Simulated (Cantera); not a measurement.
Thermodynamics of hydrogen reduction and annealing atmospheres, feed TiO2 + H2

Feed: 1 mol TiO2, 9.8 mol H2, equilibrated at 1252 °C and 1.88 Torr.

Cantera equilibrium calculation (NASA polynomials, part measured and part estimated; ideal gas, pure solids and liquids). Candidate condensed phases: H2O, Ti, TiO, TiO2, Ti2O3, Ti3O5, Ti4O7; 12 gas species. Mutual solubility and eutectic melting of coexisting phases are not modelled. Condensed phases not in the tables: Magnéli phases beyond Ti4O7. The numbers say what is thermodynamically allowed, not how fast it happens.

The x(H2) comes out as 0.981 and the x(H2O) comes out as 0.0188. The x(H) is 0.000469. The n(TiO2(rutile)) is 0.261 mol and the n(Ti4O7(s)) is 0.185 mol. The gas amount comes out as 9.802 mol, the log10 activity of Ti3O5(s) (absent) is -0.14 and the log10 activity of Ti2O3(s) (absent) is -0.65. The log10 activity of Ti(β) (absent) is -8.34.
